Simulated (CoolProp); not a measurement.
Vapour-liquid equilibrium of R143a (1) + fluoroethane (R161) (2) at 311.4 K; x and y are mole fractions of (1).

The numbers come from the multi-fluid Helmholtz-energy mixture model, Lemmon and Jacobsen 2000 and Wu 2012; pair parameters Bell 2016 in CoolProp.

Problem. Give the bubble pressure and the first vapour's composition at x = 0.05, 0.275, 0.8. Is there an azeotrope?

Solution. x = 0.05: 1331 kPa, y = 0.063; x = 0.275: 1438 kPa, y = 0.322; x = 0.8: 1670 kPa, y = 0.827. No azeotrope shows between x = 0.05 and 0.95.

The pair parameters rest on a limited set of measurements; away from them the model extrapolates.
